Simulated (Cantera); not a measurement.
A closed system holds: 1 mol SiH2Cl2, 3.9 mol N2, 5.2 mol NH3, at 0.975 Torr.

Cantera equilibrium calculation (NASA polynomials, part measured and part estimated; ideal gas, pure solids and liquids). Candidate condensed phases: NH4Cl, Si, Si3N4; 28 gas species. Rates play no part. All values below are at 602 °C.

Base state: H2 0.499, N2 0.373, HCl 0.127, SiCl4 0.000120 (mole fractions); condensed: Si3N4(s).

### Question
What changes in the equilibrium state with this change: SiH2Cl2 replaced by SiF4?

### Answer
```
species          before     after
-------------  --------  --------
H2                0.499     0.510
N2                0.373     0.425
SiF4                  0    0.0653
HCl               0.127         0
HF                    0  0.000229
SiCl4          0.000120         0
SiHF3                 0   3.00e-5
Si3N4(s), mol     0.333  0.000253
```
